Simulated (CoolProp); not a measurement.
A simple Rankine cycle with neopentane: condensing at 303.15 K, boiler at 1.07 MPa, turbine inlet 373.1 K, turbine efficiency 0.75, pump efficiency 0.6, no recuperator. Each further row changes one setting.

The numbers come from the reference Helmholtz-energy equation of state, Lemmon 2006 in CoolProp. It is a short technical equation, of lower accuracy than the large ones.

```json
[
 {"case": "as stated", "thermal efficiency (%)": "10.4", "net work (kJ/kg)": "42.0", "heat in (kJ/kg)": "404", "turbine exit temperature (K)": "337.0", "volume ratio over the turbine": "5.93"},
 {"case": "turbine inlet 393.1 K", "thermal efficiency (%)": "?", "net work (kJ/kg)": "46.0", "heat in (kJ/kg)": "?", "turbine exit temperature (K)": "359.0", "volume ratio over the turbine": "5.72"},
 {"case": "condensing temperature 295.15 K", "thermal efficiency (%)": "?", "net work (kJ/kg)": "48.8", "heat in (kJ/kg)": "422", "turbine exit temperature (K)": "332.7", "volume ratio over the turbine": "7.63"},
 {"case": "boiler pressure 0.749 MPa", "thermal efficiency (%)": "8.5", "net work (kJ/kg)": "35.4", "heat in (kJ/kg)": "417", "turbine exit temperature (K)": "347.0", "volume ratio over the turbine": "3.89"},
 {"case": "turbine efficiency 0.65", "thermal efficiency (%)": "8.9", "net work (kJ/kg)": "36.1", "heat in (kJ/kg)": "404", "turbine exit temperature (K)": "340.1", "volume ratio over the turbine": "6.00"}
]
```

Fill in the missing entries.


- turbine inlet 393.1 K, thermal efficiency (%): 10.2
- turbine inlet 393.1 K, heat in (kJ/kg): 451
- condensing temperature 295.15 K, thermal efficiency (%): 11.5
